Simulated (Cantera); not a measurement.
Low-pressure radical oxidation in H2/O2

An isothermal, constant-pressure homogeneous reactor starts with H2 : O2 = 0.18 : 1 (molar parts), equivalence ratio 0.090, at 923 K and 2.03 Torr.

Cantera simulation using GRI-Mech 3.0 (53 species, 325 reactions); the numbers are that mechanism's predictions, not measurements. Radical loss at walls, strong at low pressure, is not modelled. Below about 950 K walls govern HO2 and H2O2 in real vessels. The temperature is held fixed by assumption; the heat of reaction is taken as removed at once.

| t (s) | x H2 | x O2 | x H2O2 | x H | x OH | x O | x HO2 |
|---|---|---|---|---|---|---|---|
| 0.000400 | 0.153 | 0.847 | <1e-12 | 9.72e-12 | <1e-12 | 1.35e-12 | 1.04e-11 |
| 0.000972 | 0.153 | 0.847 | <1e-12 | 2.50e-11 | 3.41e-12 | 7.11e-12 | 2.52e-11 |
| 0.00236 | 0.153 | 0.847 | <1e-12 | 8.99e-11 | 1.55e-11 | 4.15e-11 | 6.15e-11 |
| 0.00574 | 0.153 | 0.847 | <1e-12 | 9.38e-10 | 1.76e-10 | 5.14e-10 | 1.55e-10 |
| 0.0139 | 0.153 | 0.847 | <1e-12 | 1.93e-7 | 3.64e-8 | 1.08e-7 | 1.89e-9 |
| 0.0339 | 0.101 | 0.822 | 5.27e-8 | 0.0263 | 0.00276 | 0.0104 | 2.10e-6 |
| 0.0823 | 0.00462 | 0.792 | 3.06e-8 | 0.0421 | 0.00235 | 0.0285 | 3.36e-6 |
| 0.200 | 0.00196 | 0.820 | 4.47e-8 | 0.0104 | 0.00150 | 0.0115 | 3.48e-6 |
| 0.486 | 0.000345 | 0.833 | 5.42e-8 | 0.000685 | 0.000568 | 0.00202 | 2.52e-6 |
| 1.18 | 4.12e-5 | 0.835 | 4.26e-8 | 2.66e-5 | 0.000187 | 0.000240 | 1.02e-6 |
| 2.87 | 5.61e-6 | 0.835 | 2.32e-8 | 1.46e-6 | 7.11e-5 | 3.46e-5 | 2.77e-7 |
| 6.97 | 1.02e-6 | 0.835 | 1.14e-8 | 1.31e-7 | 3.19e-5 | 6.91e-6 | 7.14e-8 |
| 16.9 | 2.40e-7 | 0.835 | 5.77e-9 | 1.72e-8 | 1.63e-5 | 1.79e-6 | 2.07e-8 |
| 41.2 | 6.94e-8 | 0.835 | 3.00e-9 | 2.93e-9 | 9.00e-6 | 5.50e-7 | 6.77e-9 |
| 100 | 2.27e-8 | 0.835 | 1.58e-9 | 5.81e-10 | 5.25e-6 | 1.87e-7 | 2.42e-9 |
x: mole fraction; the columns are a selection and need not sum to one.

Equilibrium at this temperature and pressure: H2 2.55e-11, O2 0.835, H2O2 7.60e-12, H <1e-12, OH 1.80e-7, O 2.21e-10, HO2 2.02e-10 (gas phase only).
